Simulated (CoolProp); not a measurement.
Values from CoolProp's reference Helmholtz-energy equation of state, Lemmon 2006. It is a short technical equation, of lower accuracy than the large ones.

### Question
Give the vapour pressure (bar), liquid density (kg/m³), vapour density (kg/m³), liquid conductivity (mW/(m K)) of saturated isopentane at 344.2, 358.4 K.

### Answer
| T (K) | p (bar) | liquid density (kg/m³) | vapour density (kg/m³) | liquid conductivity (mW/(m K)) |
|---|---|---|---|---|
| 344.2 | 3.66 | 565 | 10.3 | 88.0 |
| 358.4 | 5.18 | 547 | 14.5 | 83.8 |

Thermal conductivity comes from a separate model (Vassiliou 2015).
